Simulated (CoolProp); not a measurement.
Computed with CoolProp (reference Helmholtz-energy equation of state, Lemmon 2006). It is a short technical equation, of lower accuracy than the large ones.

### Question
For carbon monoxide, give the phase and the Z, speed of sound (m/s) at -130.85 °C and 1.31 MPa; -130.85 °C and 4.59 MPa.

### Answer
- -130.85 °C and 1.31 MPa: gas; Z 0.891, speed of sound 231
- -130.85 °C and 4.59 MPa: supercritical; Z 0.473, speed of sound 202
